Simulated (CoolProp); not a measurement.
A Linde-Hampson liquefier for ethylene: isothermal reversible compression at 290 K from 1 atm to 25 MPa, throttling to 1 atm, return gas leaving the recuperator 2 K below the feed. Each further row changes one setting.

The numbers come from the reference Helmholtz-energy equation of state, Smukala 2000 in CoolProp.

```csv
case,liquid yield per pass,compression work (kJ/kg of gas)
as stated,(withheld),362
high pressure 50 MPa,0.488,(withheld)
warm-end temperature 320 K,(withheld),(withheld)
warm-end gap 7 K,(withheld),362
```

Fill in the missing entries.


- as stated, liquid yield per pass: 0.507
- high pressure 50 MPa, compression work (kJ/kg of gas): 416
- warm-end temperature 320 K, liquid yield per pass: 0.423
- warm-end temperature 320 K, compression work (kJ/kg of gas): 432
- warm-end gap 7 K, liquid yield per pass: 0.502
